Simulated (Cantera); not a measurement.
Feed: 1 mol SiO₂, 0.0087 mol C, 0.011 mol H₂, equilibrated at 35.0 Pa.

Cantera equilibrium calculation (NASA polynomials, part measured and part estimated; ideal gas, pure solids and liquids). Candidate condensed phases: C, C₆H₆, C₇H₈, C₈H₁₈, H₂O, Si, SiC, SiO₂; 123 gas species. The tables hold silica as quartz up to 1696 K and as liquid above; real silica turns to tridymite and cristobalite and melts near 1996 K. Kinetics and transport are ignored.

**Question.** Which condensed phases are stable at each of these points (T (K)): 1873, 1948, 2023, 2098, 2173, 2248, 2323, 2398, 2473, 2548, 2623, 2698?

**Answer.** 
```csv
T (K),condensed phases,Si condensed (%)
1873,SiO₂(condensed),99.0
1948,SiO₂(condensed),98.9
2023,SiO₂(l),98.6
2098,SiO₂(l),98.1
2173,SiO₂(l),96.9
2248,gas only,0.0
2323,gas only,0.0
2398,gas only,0.0
2473,gas only,0.0
2548,gas only,0.0
2623,gas only,0.0
2698,gas only,0.0
```

From 1873 K to 1948 K the condensed part is SiO₂(condensed). From 2023 K to 2173 K the condensed part is SiO₂(l). From 2248 K to 2698 K nothing is condensed.
